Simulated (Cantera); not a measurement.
A perfectly stirred reactor is fed with CH₄ : H₂O = 1 : 0.55 (molar parts), at 101000 Pa; it is held at 1898 K, and followed from long to short residence time.

Computed with Cantera and GRI-Mech 3.0 (53 species, 325 reactions). GRI-Mech 3.0 stops at C3 and has no aromatics, soot or wall deposition, so with more carbon than oxygen in the feed, carbon stays in small species such as C2H2 where larger ones or solid carbon would form.

Q: What does this change do: temperature 1898 to 1973 K?

A: 
```tsv
quantity	before	after
x(CH₄) at τ = 0.850 s	0.0124	0.00761
x(H₂O) at τ = 0.850 s	0.0195	0.00928
x(HCO) at τ = 0.850 s	5.02e-8	7.62e-8
x(C₂H) at τ = 0.850 s	9.25e-7	1.98e-6
x(HO₂) at τ = 0.850 s	<1e-12	<1e-12
x(CH₄) at τ = 50.0 ms	0.0412	0.0258
x(H₂O) at τ = 50.0 ms	0.111	0.0729
x(HCO) at τ = 50.0 ms	3.65e-8	6.55e-8
x(C₂H) at τ = 50.0 ms	1.46e-6	2.83e-6
x(HO₂) at τ = 50.0 ms	<1e-12	<1e-12
```

Q: What does this change do: CH4 1 to 3.7 parts?

A: 
| quantity | before | after |
|---|---|---|
| x(CH₄) at τ = 0.850 s | 0.0124 | 0.0143 |
| x(H₂O) at τ = 0.850 s | 0.0195 | 0.00346 |
| x(HCO) at τ = 0.850 s | 5.02e-8 | 1.93e-8 |
| x(C₂H) at τ = 0.850 s | 9.25e-7 | 2.13e-6 |
| x(HO₂) at τ = 0.850 s | <1e-12 | <1e-12 |
| x(CH₄) at τ = 50.0 ms | 0.0412 | 0.0483 |
| x(H₂O) at τ = 50.0 ms | 0.111 | 0.0323 |
| x(HCO) at τ = 50.0 ms | 3.65e-8 | 1.48e-8 |
| x(C₂H) at τ = 50.0 ms | 1.46e-6 | 2.20e-6 |
| x(HO₂) at τ = 50.0 ms | <1e-12 | <1e-12 |
